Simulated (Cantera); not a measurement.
A closed system holds: 1 mol PbO, 3.1 mol C, 4.4 mol H2, equilibrated at 2175 K and 13.0 mbar.

Equilibrium computed with Cantera from the NASA thermochemical tables; the gas is ideal and each condensed phase is pure. Candidate condensed phases: C, C6H6, C7H8, C8H18, H2O, Pb, PbO, PbO2, Pb3O4; 113 gas species. Rates play no part.

Base state: H2 0.657, CO 0.154, Pb 0.154, H 0.0347, C2H2 (acetylene) 0.00147 (mole fractions); condensed: C(graphite).

Q: What changes in the equilibrium state with this change: PbO replaced by CuO?

A: 
```csv
species,before,after
H2,0.657,0.657
CO,0.154,0.154
Cu,0,0.153
Pb,0.154,0
Cu2,0,0.000114
H,0.0347,0.0347
C2H2 (acetylene),0.00147,0.00147
"C(graphite), mol",2.08,2.08
```
Further candidate phases: Cu, CuO, Cu(OH)2, Cu2O.

Q: What changes in the equilibrium state with this change: PbO replaced by Fe3O4?

A: 
```json
[
 {"species": "H2", "before": "0.657", "after": "0.383"},
 {"species": "CO", "before": "0.154", "after": "0.324"},
 {"species": "Fe", "before": "0", "after": "0.169"},
 {"species": "Pb", "before": "0.154", "after": "0"},
 {"species": "CO2", "before": "3.65e-9", "after": "0.0134"},
 {"species": "H2O", "before": "8.12e-8", "after": "0.0825"},
 {"species": "H", "before": "0.0347", "after": "0.0265"},
 {"species": "C2H2 (acetylene)", "before": "0.00147", "after": "<1e-9"},
 {"species": "FeO", "before": "0", "after": "0.00107"},
 {"species": "C(graphite), mol", "before": "2.08", "after": "0"},
 {"species": "Fe(l), mol", "before": "0", "after": "1.43"}
]
```
Further candidate phases: Fe, Fe(CO)5, FeO, Fe(OH)2, Fe(OH)3, Fe2O3, Fe3O4.

Q: What changes in the equilibrium state with this change: H2 from 4.4 to 0.32 mol?

A: 
| species | before | after |
|---|---|---|
| CO | 0.154 | 0.428 |
| Pb | 0.154 | 0.428 |
| H2 | 0.657 | 0.129 |
| H | 0.0347 | 0.0154 |
| C2H2 (acetylene) | 0.00147 | 0.000288 |
| C(graphite), mol | 2.08 | 2.10 |
